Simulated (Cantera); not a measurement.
A freely propagating, adiabatic, planar premixed flame of 15.4 % CH3OH, 17.7 % O2, 66.9 % N2, unburnt at 300 K and 0.610 bar; unity-Lewis-number transport, grid criteria slope 0.08 and curve 0.16, no radiation.

Model: GRI-Mech 3.0 (53 species, 325 reactions), integrated in Cantera. GRI-Mech 3.0 was tuned for natural gas; its chemistry of methanol as a main component is partial and can be far from experiment. Unity Lewis numbers drop preferential diffusion, which matters most where H2 and H carry the flame. Burning velocities carry a grid error of a few per cent, more on coarse grids.

Q: Predict: laminar burning velocity; thermal thickness; peak x(C2H6); peak x(HCN); peak x(CH3); peak x(O).

A: 
```json
{
  "laminar_burning_velocity": "32.5 cm/s",
  "thermal_thickness": "0.670 mm",
  "peak x(C2H6)": "1.45e-6",
  "peak x(HCN)": "7.21e-7",
  "peak x(CH3)": "0.000273",
  "peak x(O)": "0.00267"
}
```
